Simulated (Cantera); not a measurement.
# NO annealing gas

An isothermal, constant-pressure homogeneous reactor starts with 74.6 % NO, 25.4 % N₂, at 1500 K and 1.01 bar.

Model: GRI-Mech 3.0 (53 species, 325 reactions), integrated in Cantera.

```tsv
t (s)	x NO	x N₂O	x N₂	x O₂	x NO₂	x O
3.00e-5	0.746	1.56e-7	0.254	3.50e-11	1.26e-7	2.98e-8
0.000188	0.746	9.70e-7	0.254	3.43e-10	9.45e-7	3.04e-8
0.00117	0.746	5.98e-6	0.254	5.72e-9	6.14e-6	3.36e-8
0.00733	0.746	3.44e-5	0.254	2.47e-7	4.11e-5	5.39e-8
0.0458	0.746	0.000135	0.254	2.86e-5	0.000283	1.73e-7
0.286	0.743	0.000186	0.255	0.00109	0.000596	3.08e-7
1.79	0.728	0.000178	0.263	0.00852	0.000926	4.69e-7
11.2	0.645	0.000139	0.304	0.0494	0.00172	9.46e-7
70.0	0.375	4.66e-5	0.439	0.184	0.00189	1.76e-6
```
x: mole fraction; the columns are a selection and need not sum to one.

Equilibrium at this temperature and pressure: NO 0.00146, N₂O 8.03e-8, N₂ 0.626, O₂ 0.372, NO₂ 1.04e-5, O 2.47e-6 (gas phase only).
